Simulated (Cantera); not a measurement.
Input: 1 mol Ta, 1.8 mol CO2, 2.6 mol N2O, at 0.760 Pa.

Cantera equilibrium calculation (NASA polynomials, part measured and part estimated; ideal gas, pure solids and liquids). Candidate condensed phases: C, Ta, TaC, Ta2O5; 27 gas species. Rates play no part.

Q: At 952 °C, list the 5 most abundant gas species with their mole fractions, and the condensed phases.

A: N2 0.584, CO2 0.404, O2 0.0112, NO 4.70e-5, CO 4.30e-5. Condensed: Ta2O5(s).
